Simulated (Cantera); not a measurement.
An adiabatic, constant-pressure homogeneous reactor starts with CO : H2 : O2 : N2 : H2O = 1 : 0.41 : 0.441 : 1.66 : 0.32 (molar parts), equivalence ratio 1.6, at 1575 K and 5.00 bar. Integrator tolerance rtol = 1e-08.

Cantera simulation using GRI-Mech 3.0 (53 species, 325 reactions); the numbers are that mechanism's predictions, not measurements. The hydrogen kinetics of GRI-Mech 3.0 are dated; newer H2 mechanisms differ, most at raised pressure.

What does this change do: constant volume in place of constant pressure?


```json
[
 {"quantity": "time of steepest temperature rise", "before": "3.59 µs", "after": "3.56 µs"},
 {"quantity": "temperature at 0.500 s", "before": "2872 K", "after": "3017 K"},
 {"quantity": "equilibrium temperature", "before": "2872 K", "after": "3017 K"},
 {"quantity": "x(CO) at 0.500 s", "before": "0.151 (gas-phase equilibrium 0.151)", "after": "0.158 (gas-phase equilibrium 0.158)"},
 {"quantity": "x(H2) at 0.500 s", "before": "0.0267 (gas-phase equilibrium 0.0267)", "after": "0.0278 (gas-phase equilibrium 0.0278)"},
 {"quantity": "x(O2) at 0.500 s", "before": "0.00690 (gas-phase equilibrium 0.00690)", "after": "0.00932 (gas-phase equilibrium 0.00932)"},
 {"quantity": "x(N2O) at 0.500 s", "before": "5.60e-7 (gas-phase equilibrium 5.60e-7)", "after": "1.03e-6 (gas-phase equilibrium 1.03e-6)"},
 {"quantity": "x(NO) at 0.500 s", "before": "0.00573 (gas-phase equilibrium 0.00573)", "after": "0.00796 (gas-phase equilibrium 0.00796)"}
]
```
Above 3000 K some thermodynamic fits are extrapolated.

What does this change do: pressure from 5.00 bar to 2.60 bar?


| quantity | before | after |
|---|---|---|
| time of steepest temperature rise | 3.59 µs | 6.67 µs |
| temperature at 0.500 s | 2872 K | 2825 K |
| equilibrium temperature | 2872 K | 2825 K |
| x(CO) at 0.500 s | 0.151 (gas-phase equilibrium 0.151) | 0.153 (gas-phase equilibrium 0.153) |
| x(H2) at 0.500 s | 0.0267 (gas-phase equilibrium 0.0267) | 0.0277 (gas-phase equilibrium 0.0277) |
| x(O2) at 0.500 s | 0.00690 (gas-phase equilibrium 0.00690) | 0.00836 (gas-phase equilibrium 0.00836) |
| x(N2O) at 0.500 s | 5.60e-7 (gas-phase equilibrium 5.60e-7) | 4.14e-7 (gas-phase equilibrium 4.14e-7) |
| x(NO) at 0.500 s | 0.00573 (gas-phase equilibrium 0.00573) | 0.00591 (gas-phase equilibrium 0.00591) |

What does this change do: pressure from 5.00 bar to 10.0 bar?


```json
[
 {"quantity": "time of steepest temperature rise", "before": "3.59 µs", "after": "1.99 µs"},
 {"quantity": "temperature at 0.500 s", "before": "2872 K", "after": "2920 K"},
 {"quantity": "equilibrium temperature", "before": "2872 K", "after": "2920 K"},
 {"quantity": "x(CO) at 0.500 s", "before": "0.151 (gas-phase equilibrium 0.151)", "after": "0.149 (gas-phase equilibrium 0.149)"},
 {"quantity": "x(H2) at 0.500 s", "before": "0.0267 (gas-phase equilibrium 0.0267)", "after": "0.0257 (gas-phase equilibrium 0.0257)"},
 {"quantity": "x(O2) at 0.500 s", "before": "0.00690 (gas-phase equilibrium 0.00690)", "after": "0.00544 (gas-phase equilibrium 0.00544)"},
 {"quantity": "x(N2O) at 0.500 s", "before": "5.60e-7 (gas-phase equilibrium 5.60e-7)", "after": "7.53e-7 (gas-phase equilibrium 7.53e-7)"},
 {"quantity": "x(NO) at 0.500 s", "before": "0.00573 (gas-phase equilibrium 0.00573)", "after": "0.00543 (gas-phase equilibrium 0.00543)"}
]
```
